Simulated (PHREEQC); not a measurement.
Dissolve 0.021 mol/kgw CaCl2, 2.5e-05 mol/kgw CO2 and 0.017 mol/kgw MgSO4 at 20 °C. Closed to the air; pH follows from the charge balance.

The numbers come from PHREEQC with the ion-association model, wateq4f.dat.

```csv
quantity,before,after
pH,5.55,8.86
ionic strength (mol/kgw),0.0993,0.0993
Mg+2 (mol/kgw),0.0133,0.0132
SO4-2 (mol/kgw),0.00906,0.00907
MgSO4 (mol/kgw),0.00373,0.00373
CO2 (mol/kgw),2.05e-5,4.19e-8
SI of Gypsum (CaSO4:2H2O),-0.07,-0.07
SI of Epsomite (MgSO4:7H2O),-2.56,-2.56
```

Task: Name the change that produced these shifts.
A. temperature from 20 to 40 °C
B. CO2 replaced by Cs2CO3 at the same molality
C. temperature from 20 to 15 °C
D. temperature from 20 to 90 °C
E. temperature from 20 to 35 °C

Result: B, CO2 replaced by Cs2CO3 at the same molality

No solid was allowed to form.
